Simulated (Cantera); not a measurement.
A perfectly stirred reactor is fed with 100 % N₂O, at 27000 Pa; it is held at 1273 K, and followed from long to short residence time.

Model: GRI-Mech 3.0 (53 species, 325 reactions), integrated in Cantera. GRI-Mech 3.0 was tuned for natural gas; its chemistry of N2O as a main component is partial and can be far from experiment. The mechanism lacks the step 2 NO + O2 → 2 NO2, which can matter for NO2 below about 1400 K. The temperature is held fixed by assumption; the heat of reaction is taken as removed at once.

One state of this run: x N₂O = 0.538; x O₂ = 0.134; x N₂ = 0.288; x O = 4.88e-6; x NO = 0.0403. x: mole fraction; the columns are a selection and need not sum to one.

Question: Which value of τ (s) does it belong to?
A. 0.27
B. 0.077
C. 0.0017
D. 0.98

Answer: D, 0.98
